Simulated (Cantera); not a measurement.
Charge: 1 mol FeS2, 290 mol H2, at 1925 K and 24.0 Torr.

Method: chemical equilibrium by Gibbs-energy minimisation in Cantera with the NASA 1993 tables (ideal gas, pure condensed phases). Rates play no part.

| species | before | after |
|---|---|---|
| H2 | 0.985 | 0.993 |
| H2S | 0.00348 | 0.00609 |
| SH | 0.00161 | 0.000348 |
| H | 0.00530 | 0.000303 |
| Fe | 0.00342 | 3.43e-5 |
| S | 0.000289 | 1.00e-5 |
| S2 | 0.000731 | 0.000221 |
| Fe(γ), mol | 0 | 0.990 |
Gas species are given as mole fractions.

What was changed between the two runs?
A) temperature from 1925 K to 1600 K
B) H2 from 290 to 1.2 mol
C) H2 from 290 to 1.3 mol
D) temperature from 1925 K to 2000 K

A, temperature from 1925 K to 1600 K
